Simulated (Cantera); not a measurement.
Mixture: H₂ : O₂ : N₂ : H₂O = 1 : 0.278 : 1.04 : 0.61 (molar parts), equivalence ratio 1.8, at 26300 Torr, adiabatic and at constant volume. Ignition delay is the time to a rise of 400 K.

Detailed kinetics in Cantera: the H2/O2 subset of GRI-Mech 3.0, which has no nitrogen chemistry. The hydrogen kinetics of GRI-Mech 3.0 are dated; newer H2 mechanisms differ, most at raised pressure. The pressure lies above the range GRI-Mech 3.0 was tuned for (to about 10 atm).

### Question
What does this change do: O2 0.278 to 0.16 parts?

### Answer
| quantity | before | after |
|---|---|---|
| delay at 1025 K | 2.17 ms | 2.17 ms |
| delay at 1175 K | 0.170 ms | 0.175 ms |
| delay at 1325 K | 23.6 µs | 25.2 µs |
| delay at 1475 K | 4.25 µs | 4.77 µs |
| apparent activation energy between 1400 and 1550 K | 200 kJ/mol | 190 kJ/mol |

### Question
What does this change do: H2 1 to 2.7 parts?

### Answer
```csv
quantity,before,after
delay at 1025 K,2.17 ms,1.53 ms
delay at 1175 K,0.170 ms,0.120 ms
delay at 1325 K,23.6 µs,16.6 µs
delay at 1475 K,4.25 µs,3.06 µs
apparent activation energy between 1400 and 1550 K,200 kJ/mol,190 kJ/mol
```
